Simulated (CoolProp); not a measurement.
Vapour-liquid equilibrium of isohexane (1) + n-heptane (2) at 400.4 K; x and y are mole fractions of (1).

Computed with CoolProp (multi-fluid Helmholtz-energy mixture model, Lemmon 2006 and Span 2003; pair parameters Bell 2016).

**Question.** Give the bubble pressure and the first vapour's composition at x = 0.25, 0.35, 0.45. Is there an azeotrope?

**Answer.** x = 0.25: 303.8 kPa, y = 0.434; x = 0.35: 337.6 kPa, y = 0.551; x = 0.45: 371.9 kPa, y = 0.650. No azeotrope shows between x = 0.05 and 0.95.

The pair parameters rest on a limited set of measurements; away from them the model extrapolates.
